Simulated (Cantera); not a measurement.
A perfectly stirred reactor is fed with 73.0 % NO, 27.0 % N2, at 750 Torr; it is held at 2125 K, and followed from long to short residence time.

Model: GRI-Mech 3.0 (53 species, 325 reactions), integrated in Cantera.

Task: Predict: x(NO) at τ = 0.450 s; x(N2O) at τ = 0.450 s; x(N2) at τ = 0.450 s; x(O) at τ = 0.450 s; x(O2) at τ = 0.450 s; x(NO) at τ = 12.0 ms; x(N2O) at τ = 12.0 ms; x(N2) at τ = 12.0 ms; x(O) at τ = 12.0 ms; x(O2) at τ = 12.0 ms.

Result: 
```json
{
  "x(NO) at τ = 0.450 s": "0.227",
  "x(N2O) at τ = 0.450 s": "2.28e-5",
  "x(N2) at τ = 0.450 s": "0.521",
  "x(O) at τ = 0.450 s": "0.000842",
  "x(O2) at τ = 0.450 s": "0.251",
  "x(NO) at τ = 12.0 ms": "0.686",
  "x(N2O) at τ = 12.0 ms": "0.000226",
  "x(N2) at τ = 12.0 ms": "0.292",
  "x(O) at τ = 12.0 ms": "0.000325",
  "x(O2) at τ = 12.0 ms": "0.0215"
}
```
